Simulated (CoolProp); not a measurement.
Aqueous propylene glycol as a coolant, 4 % by mass, freezing at -0.9 °C, 1 atm.

Values from CoolProp's Melinder's fits for secondary coolants.

```tsv
T (°C)	cp (kJ/(kg K))	Prandtl number	conductivity (W/(m K))	density (kg/m³)
1.4	4.143	15.5	0.545	1004
5.8	4.141	13.2	0.553	1003
10.1	4.139	11.4	0.560	1003
14.4	4.138	9.90	0.568	1003
18.7	4.138	8.69	0.575	1002
23	4.139	7.69	0.581	1001
27.3	4.140	6.86	0.588	999.7
31.6	4.141	6.16	0.594	998.3
```
